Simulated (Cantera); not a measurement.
Feed: 1 mol Si2Cl6, 0.024 mol HCl, 8 mol N2.

Equilibrium computed with Cantera from the NASA thermochemical tables; the gas is ideal and each condensed phase is pure. Candidate condensed phases: NH4Cl, Si, Si3N4; 28 gas species. The feed counts by its element totals alone. N2 is the only nitrogen source here; it is nearly inert below about 1500 K, so the nitride shown seldom forms there in practice. The tables' values for SiCl3 are old estimates. Equilibrium is a limit: real reactors are often held back by kinetics, nucleation or transport.

Stable condensed phases, one row left out:

```
T in °C \ P in Pa
            100    230    540   1300   2900   6800  16000  37000  86000 200000
   1452       A      A      A      A      A      A      A      A      A      B
   1402       A      A      A      A      A      A      A      A      B      B
   1352       A      A      A      A      A      A      A      B      B      B
   1252       A      A      A      A      A      B      B      B      B      B
   1202       A      A      A      A      B      B      B      B      B      B
   1152       A      A      A      B      B      B      B      B      B      B
   1102       A      A      B      B      B      B      B      B      B      B
   1052       B      B      B      B      B      B      B      B      B      B
   1002       B      B      B      B      B      B      B      B      B      B
    952       B      B      B      B      B      B      B      B      B      B
    902       B      B      B      B      B      B      B      B      B      B
```

A: gas only; B: Si3N4.

### Question
Give the row for 1302 °C.

### Answer
100: gas only; 230: gas only; 540: gas only; 1300: gas only; 2900: gas only; 6800: gas only; 16000: Si3N4; 37000: Si3N4; 86000: Si3N4; 200000: Si3N4.
